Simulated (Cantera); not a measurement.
An isothermal plug-flow reactor at 873 K and 4.44 atm (inlet), inlet velocity 1.1 m/s, active area per volume 1500 1/m; feed CH4 : O2 : N2 : H2O = 0.0048 : 0.023 : 0.79 : 0.0062 (molar parts), equivalence ratio 0.42.

Cantera simulation using Deutschmann's 1995 Pt surface mechanism with GRI-Mech 3.0 gas chemistry; the numbers are that mechanism's predictions, not measurements. Catalytic surfaces can have several steady states; this one follows from the mechanism file's or the stated starting coverage. Mass transfer to the wall is taken as infinitely fast.

x: gas mole fraction; θ: surface coverage.

```json
[
 {"z (m)": "0.00011", "x CH4": "0.00582", "x O2": "0.0279", "x H2O": "0.00754", "x CO2": "5.82e-6", "x CO": "(withheld)", "θ free Pt": "0.0753", "θ O*": "0.921", "θ OH*": "0.00362"},
 {"z (m)": "0.00018", "x CH4": "0.00582", "x O2": "0.0279", "x H2O": "0.00754", "x CO2": "9.57e-6", "x CO": "(withheld)", "θ free Pt": "0.0753", "θ O*": "0.921", "θ OH*": "0.00363"},
 {"z (m)": "0.00031", "x CH4": "0.00581", "x O2": "0.0279", "x H2O": "0.00756", "x CO2": "1.66e-5", "x CO": "(withheld)", "θ free Pt": "0.0753", "θ O*": "0.921", "θ OH*": "0.00363"},
 {"z (m)": "0.00051", "x CH4": "0.00580", "x O2": "0.0279", "x H2O": "0.00758", "x CO2": "2.75e-5", "x CO": "(withheld)", "θ free Pt": "0.0754", "θ O*": "0.921", "θ OH*": "0.00363"},
 {"z (m)": "0.00085", "x CH4": "0.00578", "x O2": "0.0278", "x H2O": "0.00762", "x CO2": "4.62e-5", "x CO": "(withheld)", "θ free Pt": "0.0754", "θ O*": "0.921", "θ OH*": "0.00364"},
 {"z (m)": "0.0014", "x CH4": "0.00575", "x O2": "0.0278", "x H2O": "0.00768", "x CO2": "7.66e-5", "x CO": "1.28e-6", "θ free Pt": "0.0754", "θ O*": "0.921", "θ OH*": "0.00366"},
 {"z (m)": "0.0024", "x CH4": "0.00569", "x O2": "0.0276", "x H2O": "0.00779", "x CO2": "0.000132", "x CO": "1.30e-6", "θ free Pt": "0.0755", "θ O*": "0.921", "θ OH*": "0.00369"},
 {"z (m)": "0.004", "x CH4": "0.00560", "x O2": "0.0275", "x H2O": "0.00797", "x CO2": "0.000219", "x CO": "1.29e-6", "θ free Pt": "0.0757", "θ O*": "0.921", "θ OH*": "0.00373"},
 {"z (m)": "0.0066", "x CH4": "0.00546", "x O2": "0.0272", "x H2O": "0.00825", "x CO2": "0.000360", "x CO": "1.26e-6", "θ free Pt": "0.0759", "θ O*": "0.920", "θ OH*": "0.00380"},
 {"z (m)": "0.011", "x CH4": "0.00523", "x O2": "0.0267", "x H2O": "0.00871", "x CO2": "0.000591", "x CO": "1.20e-6", "θ free Pt": "0.0763", "θ O*": "0.920", "θ OH*": "0.00392"}
]
```

**Question.** Fill in the missing entries.

**Answer.** 
- 0.00011, x CO: 3.24e-7
- 0.00018, x CO: 4.88e-7
- 0.00031, x CO: 7.24e-7
- 0.00051, x CO: 9.63e-7
- 0.00085, x CO: 1.17e-6
